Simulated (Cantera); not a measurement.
What does this Cantera script print?

```python
import numpy as np
import cantera as ct

gas_names = """
    Cu CuO Cu2 H HO2 H2 H2O H2O2 O OH O2 O3
""".split()
cond_names = """
    Cu(cr) Cu(L) CuO(s) CuO2H2(s) Cu2O(s) Cu2O(L) H2O(s) H2O(L)
""".split()


# ... load() reads the species with a 1 bar reference pressure and builds the phases ...
atoms = {
    'Cu2O': {'Cu': 2, 'O': 1},
    'H2': {'H': 2},
}
top_T = {'CuO(s)': 1390}  # K; cautious upper limits of use, not melting points


# ... equilibrate(T, P, feed) seeds the gas with the atoms and calls Mixture.equilibrate('TP', solver="vcs", rtol=1e-11, max_steps=5000) ...
results = []
feed = {'Cu2O': 1, 'H2': 8.5}  # mol
P = 220000  # Pa
for T in [773, 973, 1173, 1373, 1573, 1773, 1973, 2173]:
    mix = equilibrate(T, P, feed)
    results.append((T, P, feed, dict(zip(mix.species_names, mix.species_moles))))

top = {s: max(r[3][s] / sum(r[3][g] for g in gas_names) for r in results) for s in gas_names}
cols = sorted((s for s in top if top[s] > 0.001), key=lambda s: -top[s])[:7]
seen = [c for c in cond_names if any(r[3].get(c, 0) > 1e-12 for r in results)]
print("log10 of partial pressures in bar; condensed amounts in mol")
print(f"{'T/K':>10s}" + "".join(f"{s[:9]:>10s}" for s in cols + seen))
for T, P, feed, n in results:
    ng = sum(n[g] for g in gas_names)
    print(f"{T:10.4g}" + "".join(f"{np.log10(max(n[s] / ng * P / 1e5, 1e-99)):10.3f}" for s in cols)
          + "".join(f"{n.get(c, 0):10.4g}" for c in seen))
```

Output:

```
log10 of partial pressures in bar; condensed amounts in mol
       T/K        H2       H2O        Cu         H    Cu(cr)     Cu(L)
       773     0.288    -0.587   -15.936   -11.898         2         0
       973     0.288    -0.587   -11.290    -8.822         2         0
      1173     0.288    -0.587    -8.243    -6.784         2         0
      1373     0.288    -0.587    -6.102    -5.334         0         2
      1573     0.288    -0.587    -4.577    -4.247         0         2
      1773     0.288    -0.587    -3.404    -3.402         0     1.998
      1973     0.287    -0.588    -2.476    -2.726         0     1.987
      2173     0.283    -0.592    -1.725    -2.175         0     1.925
```

Equilibrium computed with Cantera from the NASA thermochemical tables; the gas is ideal and each condensed phase is pure.
